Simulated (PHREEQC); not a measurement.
Make-up at 2.5 °C: 0.02 mol FeSO4, 0.0069 mol CaCl2 and 0.00034 mol NaHCO3 per kg of water. Closed to the air; pH follows from the charge balance.

Model: ion-association model, phreeqc.dat, run in PHREEQC.

This is a speciation only: nothing precipitates in the calculation.

### Question
Estimate the pH, density.

### Answer
pH 7.34; density 1.004 g/cm³.

### Question
In which forms is S present?

### Answer
SO4-2 69 %, FeSO4 22 %, CaSO4 9.2 % of the S.

The solution is supersaturated, for example in Siderite, so a real one may precipitate; this is no full list. At this temperature some constants are extrapolated from 25 °C, and those without enthalpy data are left unchanged.
